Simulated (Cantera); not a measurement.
Input: 1 mol FeS, 0.074 mol H₂S, 0.06 mol O₂, equilibrated at 1075 °C and 2780 Torr.

Equilibrium computed with Cantera from the NASA thermochemical tables; the gas is ideal and each condensed phase is pure. Candidate condensed phases: Fe, FeO, Fe(OH)₂, Fe(OH)₃, FeS, FeSO₄, FeS₂, Fe₂O₃, Fe₂(SO₄)₃, Fe₃O₄, H₂O, H₂SO₄, S; 22 gas species. FeS: taken at fixed stoichiometry. Equilibrium is a limit: real reactors are often held back by kinetics, nucleation or transport.

Q: What is the equilibrium state?

A: 
```json
{
 "x(H₂O)": "0.528",
 "x(SO₂)": "0.230",
 "x(S₂)": "0.147",
 "x(H₂S)": "0.0739",
 "x(H₂)": "0.0122",
 "x(S₂O)": "0.00816",
 "x(SO)": "0.000615",
 "x(SH)": "0.000350",
 "x(S)": "1.14e-6",
 "n(FeS(s))": "1.00 mol",
 "gas_amount": "0.1204 mol",
 "log10 activity of S(l) (absent)": "-1.16",
 "log10 activity of Fe(γ) (absent)": "-2.84",
 "log10 activity of Fe(OH)₂(s) (absent)": "-5.87"
}
```
